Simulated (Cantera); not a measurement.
An isothermal, constant-pressure homogeneous reactor starts with NO : N₂ = 1 : 0.34 (molar parts), at 1500 K and 20.0 Torr. Integrator tolerance rtol = 1e-08.

Computed with Cantera and GRI-Mech 3.0 (53 species, 325 reactions). Radical loss at walls, strong at low pressure, is not modelled.

Task: What does this change do: temperature 1500 to 1725 K?

Result: 
```csv
quantity,before,after
x(NO) at 70.0 s,0.727 (gas-phase equilibrium 0.00146),0.517 (gas-phase equilibrium 0.00379)
x(N₂O) at 70.0 s,0.000163 (gas-phase equilibrium 1.30e-8),8.07e-5 (gas-phase equilibrium 3.20e-8)
x(N₂) at 70.0 s,0.263 (gas-phase equilibrium 0.626),0.368 (gas-phase equilibrium 0.625)
x(O₂) at 70.0 s,0.00931 (gas-phase equilibrium 0.372),0.114 (gas-phase equilibrium 0.371)
x(NO₂) at 70.0 s,0.000133 (gas-phase equilibrium 1.69e-6),0.000178 (gas-phase equilibrium 2.43e-6)
x(O) at 70.0 s,3.46e-6 (gas-phase equilibrium 1.53e-5),0.000129 (gas-phase equilibrium 0.000218)
```

Task: What does this change do: pressure from 20.0 Torr to 1.01 bar?

Result: 
```tsv
quantity	before	after
x(NO) at 70.0 s	0.727 (gas-phase equilibrium 0.00146)	0.375 (gas-phase equilibrium 0.00146)
x(N₂O) at 70.0 s	0.000163 (gas-phase equilibrium 1.30e-8)	4.66e-5 (gas-phase equilibrium 8.03e-8)
x(N₂) at 70.0 s	0.263 (gas-phase equilibrium 0.626)	0.439 (gas-phase equilibrium 0.626)
x(O₂) at 70.0 s	0.00931 (gas-phase equilibrium 0.372)	0.184 (gas-phase equilibrium 0.372)
x(NO₂) at 70.0 s	0.000133 (gas-phase equilibrium 1.69e-6)	0.00189 (gas-phase equilibrium 1.04e-5)
x(O) at 70.0 s	3.46e-6 (gas-phase equilibrium 1.53e-5)	1.76e-6 (gas-phase equilibrium 2.47e-6)
```

Task: What does this change do: pressure from 20.0 Torr to 1.40 bar?

Result: 
```csv
quantity,before,after
x(NO) at 70.0 s,0.727 (gas-phase equilibrium 0.00146),0.316 (gas-phase equilibrium 0.00146)
x(N₂O) at 70.0 s,0.000163 (gas-phase equilibrium 1.30e-8),3.37e-5 (gas-phase equilibrium 9.44e-8)
x(N₂) at 70.0 s,0.263 (gas-phase equilibrium 0.626),0.469 (gas-phase equilibrium 0.626)
x(O₂) at 70.0 s,0.00931 (gas-phase equilibrium 0.372),0.214 (gas-phase equilibrium 0.372)
x(NO₂) at 70.0 s,0.000133 (gas-phase equilibrium 1.69e-6),0.00201 (gas-phase equilibrium 1.23e-5)
x(O) at 70.0 s,3.46e-6 (gas-phase equilibrium 1.53e-5),1.61e-6 (gas-phase equilibrium 2.10e-6)
```
